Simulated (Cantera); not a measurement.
What does this Cantera script print?

```python
import numpy as np
import cantera as ct

gas_names = """
    C CH CH2 CH3 CH2OH CH3O CH4 CH3OH CO CO2 COOH C2 C2H CHCO,ketyl C2H2,acetylene C2H2,vinylidene
    CH2CO,ketene C2H3,vinyl CH3CO,acetyl C2H4 C2H4O,ethylen CH3CHO,ethanal CH3COOH (HCOOH)2 C2H5 C2H6
    CH3OCH3 C2H5OH C2O C3 C3H3,propargyl C3H4,allene C3H4,propyne C3H4,cyclo- C3H5,allyl C3H6,propylene
    C3H6,cyclo- C3H6O C3H7,n-propyl C3H7,i-propyl C3H8 C3H8O,1propanol C3H8O,2propanol C3O2 C4 C4H2
    C4H4,1,3-cyclo- C4H6,butadiene C4H6,2-butyne C4H6,cyclo- C4H8,1-butene C4H8,cis2-buten
    C4H8,tr2-butene C4H8,isobutene C4H8,cyclo- (CH3COOH)2 C4H9,n-butyl C4H9,i-butyl C4H9,s-butyl
    C4H9,t-butyl C4H10,isobutane C4H10,n-butane C5 C5H6,1,3cyclo- C5H8,cyclo- C5H10,1-pentene
    C5H10,cyclo- C5H11,pentyl C5H11,t-pentyl C5H12,n-pentane C5H12,i-pentane CH3C(CH3)2CH3 C6H2
    C6H5,phenyl C6H5O,phenoxy C6H6 C6H5OH,phenol C6H10,cyclo- C6H12,1-hexene C6H12,cyclo- C6H13,n-hexyl
    C7H7,benzyl C7H8 C7H8O,cresol C7H14,1-heptene C7H15,n-heptyl C7H16,n-heptane C8H8,styrene
    C8H10,ethylbenz C8H16,1-octene C8H17,n-octyl C8H18,isooctane C8H18,n-octane C9H19,n-nonyl
    C10H8,naphthale C10H21,n-decyl C12H9,o-bipheny C12H10,bipheny H HCO HO2 H2 HCHO,formaldehy HCOOH H2O
    H2O2 Mg MgH MgO MgOH MgO2H2 Mg2 O OH O2 O3
""".split()
cond_names = """
    C(gr) C6H6(L) C7H8(L) C8H18(L),n-octa H2O(s) H2O(L) Mg(cr) Mg(L) MgCO3(s) MgO(s) MgO(L) MgO2H2(s)
""".split()


def load(file, names, dense=False):
    # The tables refer to 1 bar. Condensed volumes are neglected.
    table = {s.name: s for s in ct.Species.list_from_file(file)}
    out = []
    for n in names:
        d = dict(table[n].input_data)
        d["thermo"] = dict(d["thermo"], **{"reference-pressure": 1e5})
        if dense:
            d["equation-of-state"] = {"model": "constant-volume", "density": "1e6 g/cm^3"}
        out.append(ct.Species.from_dict(d))
    return out


gas = ct.Solution(thermo="ideal-gas", species=load("nasa_gas.yaml", gas_names))
cond = {s.name: ct.Solution(thermo="fixed-stoichiometry", species=[s], name=s.name)
        for s in load("nasa_condensed.yaml", cond_names, dense=True)}
atoms = {
    'MgO': {'Mg': 1, 'O': 1},
    'CH4': {'C': 1, 'H': 4},
    'CO': {'C': 1, 'O': 1},
}
top_T = {'C(gr)': 4500}  # K; cautious upper limits of use, not melting points


def equilibrate(T, P, feed):
    n = {}
    for name, mol in feed.items():
        for a, k in atoms[name].items():
            n[a] = n.get(a, 0.0) + k * mol
    gas.TPX = T, P, n
    mass = sum(n.values()) * gas.mean_molecular_weight
    gas.equilibrate("TP")
    valid = [c for c in cond.values() if c.min_temp <= T <= top_T.get(c.name, c.max_temp)]
    mix = ct.Mixture([(gas, mass / gas.mean_molecular_weight)] + [(c, 0.0) for c in valid])
    mix.T, mix.P = T, P
    mix.equilibrate("TP", solver="vcs", rtol=1e-11, max_steps=5000)
    return mix


results = []
feed = {'MgO': 1, 'CH4': 0.95, 'CO': 0.012}  # mol
P = 460  # Pa
for T in [948, 1023, 1098, 1173, 1248, 1323, 1398, 1473]:
    mix = equilibrate(T, P, feed)
    results.append((T, P, feed, dict(zip(mix.species_names, mix.species_moles))))

top = {s: max(r[3][s] / sum(r[3][g] for g in gas_names) for r in results) for s in gas_names}
cols = sorted((s for s in top if top[s] > 0.001), key=lambda s: -top[s])[:9]
seen = [c for c in cond_names if any(r[3].get(c, 0) > 1e-12 for r in results)]
print("log10 of partial pressures in bar; condensed amounts in mol")
print(f"{'T/K':>10s}" + "".join(f"{s[:9]:>10s}" for s in cols + seen))
for T, P, feed, n in results:
    ng = sum(n[g] for g in gas_names)
    print(f"{T:10.4g}" + "".join(f"{np.log10(max(n[s] / ng * P / 1e5, 1e-99)):10.3f}" for s in cols)
          + "".join(f"{n.get(c, 0):10.4g}" for c in seen))
```

Result:

```
log10 of partial pressures in bar; condensed amounts in mol
       T/K        H2        CO        Mg     C(gr)    MgO(s)
       948    -2.340    -4.541   -14.379    0.9486         1
      1023    -2.340    -4.540   -11.837    0.9494         1
      1098    -2.340    -4.540    -9.646    0.9497         1
      1173    -2.340    -4.539    -7.740    0.9498         1
      1248    -2.340    -4.527    -6.079    0.9496    0.9997
      1323    -2.343    -4.345    -4.782     0.943    0.9931
      1398    -2.362    -3.857    -3.952    0.9012    0.9512
      1473    -2.440    -3.304    -3.325    0.7019     0.752
```

These are equilibrium values from Cantera (NASA tables, ideal gas, pure condensed phases), not measurements of a reactor. The tables' values for MgH are old estimates; treat these amounts as uncertain.
